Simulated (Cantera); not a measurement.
Charge: 1 mol Ca(OH)2, 0.4 mol H2, 0.027 mol H2O, held at 850 K and 0.00530 bar.

Equilibrium computed with Cantera from the NASA thermochemical tables; the gas is ideal and each condensed phase is pure. Candidate condensed phases: Ca, CaO, Ca(OH)2, H2O; 14 gas species. Equilibrium is a limit: real reactors are often held back by kinetics, nucleation or transport.

Base state: H2O 0.720, H2 0.280 (mole fractions); condensed: CaO(s).

**Question.** What changes in the equilibrium state with this change: temperature from 850 K to 1923.15 K?

**Answer.** 
| species | before | after |
|---|---|---|
| H2O | 0.720 | 0.715 |
| H2 | 0.280 | 0.277 |
| H | <1e-9 | 0.00681 |
| Ca(OH)2 | <1e-9 | 3.91e-5 |
| OH | <1e-9 | 0.00152 |
| O2 | <1e-9 | 3.14e-5 |
| O | <1e-9 | 2.79e-5 |
| CaOH | <1e-9 | 1.07e-5 |
| CaO(s), mol | 1.00 | 1.000 |
